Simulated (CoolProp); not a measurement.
Propylene along the isobar 0.694 MPa: density (kg/m³) from the reference equation and from simpler models built on Tc = 364.2 K, pc = 4.555 MPa, ω = 0.146; each cubic takes its own stable root.

Values from CoolProp's reference Helmholtz-energy equation of state, Lemmon 2013.

```json
[
 {"T (K)": "100.6", "phase": "liquid", "reference": "753.6", "Redlich-Kwong": "686.3", "Soave-Redlich-Kwong": "683.2"},
 {"T (K)": "104.3", "phase": "liquid", "reference": "749.3", "Redlich-Kwong": "683.8", "Soave-Redlich-Kwong": "680.9"},
 {"T (K)": "108", "phase": "liquid", "reference": "745.1", "Redlich-Kwong": "681.2", "Soave-Redlich-Kwong": "678.5"},
 {"T (K)": "111.7", "phase": "liquid", "reference": "740.9", "Redlich-Kwong": "678.5", "Soave-Redlich-Kwong": "676.1"},
 {"T (K)": "115.3", "phase": "liquid", "reference": "736.8", "Redlich-Kwong": "675.9", "Soave-Redlich-Kwong": "673.7"},
 {"T (K)": "119", "phase": "liquid", "reference": "732.6", "Redlich-Kwong": "673.1", "Soave-Redlich-Kwong": "671.2"},
 {"T (K)": "122.7", "phase": "liquid", "reference": "728.5", "Redlich-Kwong": "670.3", "Soave-Redlich-Kwong": "668.7"},
 {"T (K)": "126.4", "phase": "liquid", "reference": "724.3", "Redlich-Kwong": "667.4", "Soave-Redlich-Kwong": "666.1"},
 {"T (K)": "130.1", "phase": "liquid", "reference": "720.2", "Redlich-Kwong": "664.4", "Soave-Redlich-Kwong": "663.4"},
 {"T (K)": "133.8", "phase": "liquid", "reference": "716.0", "Redlich-Kwong": "661.4", "Soave-Redlich-Kwong": "660.7"},
 {"T (K)": "137.4", "phase": "liquid", "reference": "712.0", "Redlich-Kwong": "658.5", "Soave-Redlich-Kwong": "658.0"},
 {"T (K)": "141.1", "phase": "liquid", "reference": "707.9", "Redlich-Kwong": "655.3", "Soave-Redlich-Kwong": "655.2"},
 {"T (K)": "144.8", "phase": "liquid", "reference": "703.8", "Redlich-Kwong": "652.2", "Soave-Redlich-Kwong": "652.4"},
 {"T (K)": "148.5", "phase": "liquid", "reference": "699.7", "Redlich-Kwong": "648.9", "Soave-Redlich-Kwong": "649.5"},
 {"T (K)": "152.2", "phase": "liquid", "reference": "695.5", "Redlich-Kwong": "645.7", "Soave-Redlich-Kwong": "646.5"}
]
```
